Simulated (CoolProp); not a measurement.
The fluid at 396.03 K and 0.101 MPa flows at 13 m/s in a round tube of 4.6 mm bore and 1.5 µm roughness, fully developed (64/Re and Nu = 3.66 if laminar; Colebrook and Gnielinski if turbulent). The same conditions are run with several fluids, on thermodynamics alone (safety and materials aside).

The numbers come from the reference Helmholtz-energy equation of state of each fluid (ethane: Bücker 2006; R410A: Lemmon 2003; R124: de Vries 1995; R236FA: Pan 2012; R407C: Lemmon 2003) in CoolProp. Blends and air are pseudo-pure fits.

```csv
fluid,Reynolds number,Darcy friction factor,pressure drop (Pa/m),heat-transfer coefficient (W/(m² K)),mass flow (kg/h)
ethane,…,0.0387,658,117,0.720
R410A,7800,0.0335,1370,115,1.74
R124,14800,0.0285,2210,189,…
R236FA,19300,0.0268,2320,232,3.67
R407C,9690,0.0316,…,137,2.07
```

### Question
What belongs in the gaps?

### Answer

- ethane, Reynolds number: 4570
- R124, mass flow (kg/h): 3.29
- R407C, pressure drop (Pa/m): 1550

Transport values come from each fluid's own correlations; those of R124, R236FA are estimates that may be off by 10 % or more.
